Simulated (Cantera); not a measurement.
Equilibrium for metals in furnace atmospheres: Pb + H2O + N2 + CO

Charge: 1 mol Pb, 25 mol H2O, 240 mol N2, 4.8 mol CO, at 44.3 Torr.

Cantera equilibrium calculation (NASA polynomials, part measured and part estimated; ideal gas, pure solids and liquids). Candidate condensed phases: C, C6H6, C7H8, C8H18, H2O, Pb, PbO, PbO2, Pb3O4; 139 gas species. Equilibrium is a limit: real reactors are often held back by kinetics, nucleation or transport.

From 775 K to 1075 K the condensed part is Pb(l). From 1175 K to 1975 K nothing is condensed. The main Pb-bearing gas is Pb throughout.

```tsv
T (K)	x N2	x H2O	x CO2	x H2	x CO	n Pb(l)
775	0.890	0.0756	0.0170	0.0170	0.000760	1.000
875	0.890	0.0762	0.0164	0.0164	0.00135	0.997
975	0.889	0.0769	0.0158	0.0158	0.00202	0.958
1075	0.888	0.0775	0.0151	0.0151	0.00272	0.652
1175	0.886	0.0780	0.0143	0.0143	0.00338	0
1275	0.886	0.0786	0.0137	0.0137	0.00399	0
1375	0.886	0.0791	0.0132	0.0132	0.00454	0
1475	0.886	0.0796	0.0127	0.0127	0.00503	0
1575	0.886	0.0800	0.0123	0.0123	0.00546	0
1675	0.886	0.0804	0.0119	0.0119	0.00584	0
1775	0.886	0.0806	0.0116	0.0116	0.00617	0
1875	0.886	0.0808	0.0112	0.0113	0.00648	0
1975	0.886	0.0806	0.0109	0.0112	0.00680	0
```
x: gas mole fraction; n: condensed amount in mol.
